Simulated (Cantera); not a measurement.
# Reactions in the system N-O-Zr

Cantera with NASA thermochemical tables; ideal gases at 1 bar, condensed phases pure. Values are per mole of reaction as written; species without (g) are pure solids or liquids, kept so even where they would boil at 1 bar. ZrN: taken at fixed stoichiometry.

2 NO(g) + ZrN = 3 N(g) + ZrO2(g)

```
T (K)  ΔH° (kJ)  ΔS° (J/K)  ΔG° (kJ)  log10 K
-----  --------  ---------  --------  -------
300      1314.6      273.3    1232.6  -214.61
2150     1306.6      272.4     720.8   -17.51
2200     1305.8      272.1     707.2   -16.79
2250     1305.0      271.7     693.6   -16.10
2300     1304.2      271.4     680.0   -15.44
2350     1303.4      271.0     666.5   -14.81
2400     1302.5      270.7     652.9   -14.21
2450     1301.6      270.3     639.4   -13.63
2500     1300.8      269.9     625.9   -13.08
2550     1299.8      269.6     612.4   -12.54
```
